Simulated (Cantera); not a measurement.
A Cantera script and what it prints.

```python
import numpy as np
import cantera as ct

gas_names = """
    CuF2 H2O F2
""".split()
cond_names = """
    CuO2H2(s) Cu2O(s) Cu2O(L)
""".split()


# ... load() reads the species with a 1 bar reference pressure and builds the phases ...
species = {s.name: s for s in load("nasa_gas.yaml", gas_names) + load("nasa_condensed.yaml", cond_names)}
# Each term lists the table entries of one substance; the one whose range holds T is used.
reactions = {
    'Cu(OH)2 + CuF2(g) = Cu2O + H2O(g) + F2(g)':
        [(-1, ['CuO2H2(s)']), (-1, ['CuF2']), (1, ['Cu2O(s)', 'Cu2O(L)']), (1, ['H2O']), (1, ['F2'])],
}


def pick(names, T):
    return next(species[n] for n in names if species[n].thermo.min_temp <= T <= species[n].thermo.max_temp)


results = []
for label, terms in reactions.items():
    print(label)
    print("     T/K   dH/kJ  dS/(J/K)   dG/kJ   log10 K")
    for T in [350, 500, 650, 800, 950, 1100, 1250, 1400]:
        used = [(nu, pick(names, T)) for nu, names in terms]
        dH = sum(nu * s.thermo.h(T) for nu, s in used) / 1e6
        dS = sum(nu * s.thermo.s(T) for nu, s in used) / 1e3
        dG = dH - T * dS / 1e3
        logK = -dG * 1e6 / (ct.gas_constant * T * np.log(10))
        results.append((label, T, dH, dS, dG, logK, [s.name for _, s in used]))
        print(f"{T:8g} {dH:8.1f} {dS:8.1f} {dG:8.1f} {logK:8.2f}")
```

It prints:

```
Cu(OH)2 + CuF2(g) = Cu2O + H2O(g) + F2(g)
     T/K   dH/kJ  dS/(J/K)   dG/kJ   log10 K
     350    304.0    106.0    266.9   -39.83
     500    301.6    100.3    251.4   -26.26
     650    298.9     95.7    236.7   -19.02
     800    296.2     91.9    222.7   -14.54
     950    293.4     88.7    209.1   -11.50
    1100    291.0     86.3    196.0    -9.31
    1250    289.2     84.8    183.2    -7.66
    1400    288.3     84.1    170.5    -6.36
```

Source: NASA polynomial tables (part measured, part estimated), evaluated in Cantera. Condensed species are held in their standard states even where they would react or evaporate.
